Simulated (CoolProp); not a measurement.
The numbers come from the reference Helmholtz-energy equation of state, de Reuck 1990 in CoolProp.

**Question.** Give the vapour pressure (MPa), liquid density (kg/m³), vapour Z, surface tension (mN/m) of saturated fluorine at -156.35 °C.

**Answer.** 
```json
[
 {"T (°C)": "-156.35", "p (MPa)": "1.36", "liquid density (kg/m³)": "1240", "vapour Z": "0.803", "surface tension (mN/m)": "5.30"}
]
```

Surface tension comes from a separate correlation (Mulero 2012).
